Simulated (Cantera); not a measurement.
**Adiabatic ignition**

An adiabatic, constant-pressure homogeneous reactor starts with CH4 : C2H6 : O2 : N2 = 1.3 : 0.044 : 1.79 : 14.5 (molar parts), at 1100 K and 4800 Torr.

Detailed kinetics in Cantera: GRI-Mech 3.0 (53 species, 325 reactions).

```json
[
 {"t (s)": "4.00e-6", "T (K)": "1100", "x CH4": "0.0737", "x C2H6": "0.00250", "x O2": "0.102", "x C2H4": "7.72e-12", "x N2O": "<1e-12"},
 {"t (s)": "1.46e-5", "T (K)": "1100", "x CH4": "0.0737", "x C2H6": "0.00250", "x O2": "0.102", "x C2H4": "1.19e-10", "x N2O": "<1e-12"},
 {"t (s)": "5.31e-5", "T (K)": "1100", "x CH4": "0.0737", "x C2H6": "0.00250", "x O2": "0.102", "x C2H4": "1.63e-9", "x N2O": "<1e-12"},
 {"t (s)": "0.000193", "T (K)": "1100", "x CH4": "0.0737", "x C2H6": "0.00250", "x O2": "0.102", "x C2H4": "2.17e-8", "x N2O": "<1e-12"},
 {"t (s)": "0.000705", "T (K)": "1100", "x CH4": "0.0737", "x C2H6": "0.00249", "x O2": "0.102", "x C2H4": "3.16e-7", "x N2O": "1.20e-12"},
 {"t (s)": "0.00257", "T (K)": "1100", "x CH4": "0.0737", "x C2H6": "0.00249", "x O2": "0.101", "x C2H4": "7.11e-6", "x N2O": "2.30e-11"},
 {"t (s)": "0.00935", "T (K)": "1101", "x CH4": "0.0735", "x C2H6": "0.00246", "x O2": "0.101", "x C2H4": "7.81e-5", "x N2O": "2.18e-10"},
 {"t (s)": "0.0341", "T (K)": "1975", "x CH4": "0.000234", "x C2H6": "1.12e-8", "x O2": "3.15e-8", "x C2H4": "5.45e-7", "x N2O": "5.38e-10"},
 {"t (s)": "0.124", "T (K)": "1973", "x CH4": "1.56e-10", "x C2H6": "<1e-12", "x O2": "3.09e-8", "x C2H4": "<1e-12", "x N2O": "6.64e-10"},
 {"t (s)": "0.452", "T (K)": "1973", "x CH4": "1.55e-10", "x C2H6": "<1e-12", "x O2": "3.10e-8", "x C2H4": "<1e-12", "x N2O": "4.55e-10"},
 {"t (s)": "1.65", "T (K)": "1974", "x CH4": "1.55e-10", "x C2H6": "<1e-12", "x O2": "3.10e-8", "x C2H4": "<1e-12", "x N2O": "3.91e-10"},
 {"t (s)": "6.00", "T (K)": "1974", "x CH4": "1.55e-10", "x C2H6": "<1e-12", "x O2": "3.10e-8", "x C2H4": "<1e-12", "x N2O": "3.86e-10"}
]
```
x: mole fraction; the columns are a selection and need not sum to one.

```yaml
time_of_steepest_temperature_rise: 25.2 ms
temperature at 6.00 s: 1974 K
equilibrium_temperature: 1974 K
x(CH4) at 6.00 s: 1.55e-10 (gas-phase equilibrium 1.74e-10)
x(C2H6) at 6.00 s: <1e-12 (gas-phase equilibrium <1e-12)
x(O2) at 6.00 s: 3.10e-8 (gas-phase equilibrium 3.10e-8)
```
